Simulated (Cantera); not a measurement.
Feed: 1 mol BN, a varied amount of Cl2, equilibrated at 1302 °C and 63.0 Pa.

These are equilibrium values from Cantera (NASA tables, ideal gas, pure condensed phases), not measurements of a reactor. Candidate condensed phases: B, BN; 10 gas species. The numbers say what is thermodynamically allowed, not how fast it happens.

Q: At 20 mol Cl2, list the 4 most abundant gas species with their mole fractions, and the condensed phases.

A: Cl 0.902, Cl2 0.0573, BCl3 0.0275, N2 0.0137. Condensed: gas only.
